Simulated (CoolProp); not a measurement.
500 sccm (0 °C, 1 atm) of nitrogen bubbles through liquid n-perfluorohexane at 304.4 K and leaves saturated at a total pressure of 0.15 MPa (ideal gas phase). Each further row changes one setting.

Computed with CoolProp (reference Helmholtz-energy equation of state, Gao 2022).

```csv
case,vapour pressure (kPa),mole fraction of vapour,delivery (mg/min),delivery (sccm),change of delivery for a bath 1 K warmer (%)
as stated,38.4,?,?,?,?
bath temperature 309.4 K,47.1,0.314,3450,?,?
total pressure 0.3 MPa,38.4,0.128,?,73.4,?
```

**Question.** What belongs in the gaps?

**Answer.** 
- as stated, mole fraction of vapour: 0.256
- as stated, delivery (mg/min): 2590
- as stated, delivery (sccm): 172
- as stated, change of delivery for a bath 1 K warmer (%): 5.8
- bath temperature 309.4 K, delivery (sccm): 229
- bath temperature 309.4 K, change of delivery for a bath 1 K warmer (%): 6.0
- total pressure 0.3 MPa, delivery (mg/min): 1110
- total pressure 0.3 MPa, change of delivery for a bath 1 K warmer (%): 4.9
